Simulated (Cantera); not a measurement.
Cantera run:

```python
import numpy as np
import cantera as ct

gas_names = """
    Ca CaO Ca2 N NO NO2 NO3 N2 N2O O O2 O3
""".split()
cond_names = """
    Ca(a) Ca(b) Ca(L) CaO(s) CaO(L)
""".split()


# ... load() reads the species with a 1 bar reference pressure and builds the phases ...
atoms = {
    'CaO': {'Ca': 1, 'O': 1},
    'O2': {'O': 2},
    'N2': {'N': 2},
}
top_T = {}  # K; cautious upper limits of use, not melting points


# ... equilibrate(T, P, feed) seeds the gas with the atoms and calls Mixture.equilibrate('TP', solver="vcs", rtol=1e-11, max_steps=5000) ...
results = []
feed = {'CaO': 1, 'O2': 1.2, 'N2': 7.9}  # mol
T = 1050  # K
P = 2800  # Pa
mix = equilibrate(T, P, feed)
results.append((T, P, feed, dict(zip(mix.species_names, mix.species_moles))))
x = sorted(zip(gas.X, gas.species_names), reverse=True)
print(f"T = {T:g} K  P = {P:g} Pa  gas = {mix.phase_moles(0):.4g} mol")
print("   x: " + "  ".join(f"{s} {v:.3e}" for v, s in x if v > 1e-05))
print("   condensed (mol): " + ("  ".join(f"{mix.phase(i).name} {mix.phase_moles(i):.4g}"
      for i in range(1, mix.n_phases) if mix.phase_moles(i) > 1e-12) or "none"))
```

Output:

```
T = 1050 K  P = 2800 Pa  gas = 9.1 mol
   x: N2 8.681e-01  O2 1.318e-01  NO 4.392e-05
   condensed (mol): CaO(s) 1
```

Cantera equilibrium calculation (NASA polynomials, part measured and part estimated; ideal gas, pure solids and liquids).
